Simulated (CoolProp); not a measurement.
Values from CoolProp's reference Helmholtz-energy equation of state, Setzmann 1991.

Task: For methane, give the phase and the cv (kJ/(kg K)), speed of sound (m/s), Joule-Thomson coefficient (K/MPa), conductivity (mW/(m K)) at 541.4 K and 0.038 MPa.

Result: 
- 541.4 K and 0.038 MPa: gas; cv 2.54, speed of sound 581, Joule-Thomson coefficient 0.964, conductivity 76.8

Thermal conductivity comes from a separate model (Friend 1989).
